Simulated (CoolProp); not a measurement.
Properties of fluorine along the isotherm 251.1 K.

Computed with CoolProp (reference Helmholtz-energy equation of state, de Reuck 1990).

```
p (bar)  phase  density (kg/m³)  speed of sound (m/s)
-------  -----  ---------------  --------------------
1.87       gas            3.409                 274.8
3.74       gas            6.831                 274.7
5.61       gas            10.26                 274.6
7.49       gas            13.73                 274.5
9.36       gas            17.19                 274.4
11.2       gas            20.60                 274.3
13.1       gas            24.14                 274.2
15         gas            27.69                 274.1
16.8       gas            31.07                 274.0
18.7       gas            34.65                 273.9
20.6       gas            38.24                 273.8
22.5       gas            41.84                 273.8
24.3       gas            45.27                 273.7
26.2       gas            48.90                 273.7
```
